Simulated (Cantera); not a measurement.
Input (Python, Cantera) and output of one run.

```python
import numpy as np
import cantera as ct

gas_names = """
    Cu CuF CuF2 CuO Cu2 F FO FO2 F2 F2O N NF NF2 NF3 NO NO2 NO3 N2 N2O O O2 O3
""".split()
cond_names = """
    Cu(cr) Cu(L) CuF2(s) CuF2(L) CuO(s) Cu2O(s) Cu2O(L)
""".split()


# ... load() reads the species with a 1 bar reference pressure and builds the phases ...
atoms = {
    'CuO': {'Cu': 1, 'O': 1},
    'NF3': {'N': 1, 'F': 3},
}
top_T = {'CuO(s)': 1390}  # K; cautious upper limits of use, not melting points


# ... equilibrate(T, P, feed) seeds the gas with the atoms and calls Mixture.equilibrate('TP', solver="vcs", rtol=1e-11, max_steps=5000) ...
results = []
feed = {'CuO': 1, 'NF3': 0.71}  # mol
T = 1848.15  # K
P = 2.9  # Pa
mix = equilibrate(T, P, feed)
results.append((T, P, feed, dict(zip(mix.species_names, mix.species_moles))))
x = sorted(zip(gas.X, gas.species_names), reverse=True)
print(f"T = {T:g} K  P = {P:g} Pa  gas = {mix.phase_moles(0):.4g} mol")
print("   x: " + "  ".join(f"{s} {v:.3e}" for v, s in x if v > 1e-06))
print("   condensed (mol): " + ("  ".join(f"{mix.phase(i).name} {mix.phase_moles(i):.4g}"
      for i in range(1, mix.n_phases) if mix.phase_moles(i) > 1e-12) or "none"))
```

Output:

```
T = 1848.15 K  P = 2.9 Pa  gas = 3.015 mol
   x: F 3.776e-01  CuF 3.211e-01  O2 1.580e-01  N2 1.169e-01  O 1.400e-02  Cu 6.705e-03  CuF2 3.911e-03  NO 1.629e-03  CuO 1.797e-06
   condensed (mol): none
```

Equilibrium computed with Cantera from the NASA thermochemical tables; the gas is ideal and each condensed phase is pure.
